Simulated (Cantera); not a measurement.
An adiabatic, constant-volume homogeneous reactor starts with H2 : O2 : N2 = 1 : 0.847 : 3.19 (molar parts), at 1448 K and 490000 Pa. Integrator tolerance rtol = 1e-08.

Computed with Cantera and GRI-Mech 3.0 (53 species, 325 reactions). The hydrogen kinetics of GRI-Mech 3.0 are dated; newer H2 mechanisms differ, most at raised pressure.

Problem. What does this change do: pressure from 490000 Pa to 100000 Pa?

Solution. 
```csv
quantity,before,after
time of steepest temperature rise,3.45 µs,16.2 µs
temperature at 0.800 s,2852 K,2759 K
equilibrium temperature,2852 K,2759 K
x(H2) at 0.800 s,0.00717 (gas-phase equilibrium 0.00717),0.0107 (gas-phase equilibrium 0.0107)
x(O2) at 0.800 s,0.0612 (gas-phase equilibrium 0.0612),0.0619 (gas-phase equilibrium 0.0619)
x(NO) at 0.800 s,0.0199 (gas-phase equilibrium 0.0199),0.0176 (gas-phase equilibrium 0.0176)
x(OH) at 0.800 s,0.0227 (gas-phase equilibrium 0.0227),0.0266 (gas-phase equilibrium 0.0266)
x(HO2) at 0.800 s,3.06e-5 (gas-phase equilibrium 3.06e-5),1.66e-5 (gas-phase equilibrium 1.66e-5)
```

Problem. What does this change do: 0.25 parts CO2 added?

Solution. 
```json
[
 {"quantity": "time of steepest temperature rise", "before": "3.45 µs", "after": "3.66 µs"},
 {"quantity": "temperature at 0.800 s", "before": "2852 K", "after": "2745 K"},
 {"quantity": "equilibrium temperature", "before": "2852 K", "after": "2745 K"},
 {"quantity": "x(H2) at 0.800 s", "before": "0.00717 (gas-phase equilibrium 0.00717)", "after": "0.00462 (gas-phase equilibrium 0.00462)"},
 {"quantity": "x(O2) at 0.800 s", "before": "0.0612 (gas-phase equilibrium 0.0612)", "after": "0.0631 (gas-phase equilibrium 0.0631)"},
 {"quantity": "x(NO) at 0.800 s", "before": "0.0199 (gas-phase equilibrium 0.0199)", "after": "0.0170 (gas-phase equilibrium 0.0170)"},
 {"quantity": "x(OH) at 0.800 s", "before": "0.0227 (gas-phase equilibrium 0.0227)", "after": "0.0175 (gas-phase equilibrium 0.0175)"},
 {"quantity": "x(HO2) at 0.800 s", "before": "3.06e-5 (gas-phase equilibrium 3.06e-5)", "after": "2.45e-5 (gas-phase equilibrium 2.45e-5)"}
]
```

Problem. What does this change do: constant pressure in place of constant volume?

Solution. 
```tsv
quantity	before	after
time of steepest temperature rise	3.45 µs	3.51 µs
temperature at 0.800 s	2852 K	2666 K
equilibrium temperature	2852 K	2666 K
x(H2) at 0.800 s	0.00717 (gas-phase equilibrium 0.00717)	0.00463 (gas-phase equilibrium 0.00463)
x(O2) at 0.800 s	0.0612 (gas-phase equilibrium 0.0612)	0.0646 (gas-phase equilibrium 0.0646)
x(NO) at 0.800 s	0.0199 (gas-phase equilibrium 0.0199)	0.0157 (gas-phase equilibrium 0.0157)
x(OH) at 0.800 s	0.0227 (gas-phase equilibrium 0.0227)	0.0169 (gas-phase equilibrium 0.0169)
x(HO2) at 0.800 s	3.06e-5 (gas-phase equilibrium 3.06e-5)	1.88e-5 (gas-phase equilibrium 1.88e-5)
```
